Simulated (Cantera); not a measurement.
**Silicon nitride deposition: SiCl4 + N2 + H2**

Feed: 1 mol SiCl4, 0.35 mol N2, 21 mol H2, held at 173 Torr.

These are equilibrium values from Cantera (NASA tables, ideal gas, pure condensed phases), not measurements of a reactor. Candidate condensed phases: NH4Cl, Si, Si3N4; 28 gas species. N2 is the only nitrogen source here; it is nearly inert below about 1500 K, so the nitride shown seldom forms there in practice. The tables' values for SiCl3, SiCl, SiN are old estimates; treat these amounts as uncertain. Gases not in the tables: Si2H6 and higher silanes. Rates play no part.

```tsv
T (K)	x H2	x HCl	x SiCl2	x SiCl4	x N2	x H	x SiHCl3	x SiCl3	n Si3N4(s)	n Si(l)
773	0.886	0.0925	8.51e-11	0.0212	0.000144	1.78e-12	0.000128	1.12e-7	0.173	0
973	0.885	0.0941	1.17e-6	0.0200	3.31e-5	2.12e-9	0.00106	2.86e-5	0.175	0
1173	0.880	0.0984	0.000458	0.0163	2.12e-5	2.31e-7	0.00340	0.000870	0.175	0
1373	0.863	0.116	0.00918	0.00568	0.000145	6.45e-6	0.00267	0.00336	0.173	0
1573	0.852	0.119	0.0222	0.000563	0.00326	7.83e-5	0.000536	0.00218	0.137	0
1773	0.851	0.0968	0.0354	4.94e-5	0.0150	0.000547	0.000102	0.00102	0	0.143
1973	0.844	0.105	0.0322	7.38e-6	0.0150	0.00259	2.20e-5	0.000445	0	0.224
2173	0.833	0.110	0.0288	1.50e-6	0.0149	0.00919	6.07e-6	0.000219	0	0.253
```
x: gas mole fraction; n: condensed amount in mol.

From 773 K to 1573 K the condensed part is Si3N4(s). From 1773 K to 2173 K the condensed part is Si(l). The main Si-bearing gas is SiCl4 at 773 K and SiCl2 at 2173 K.
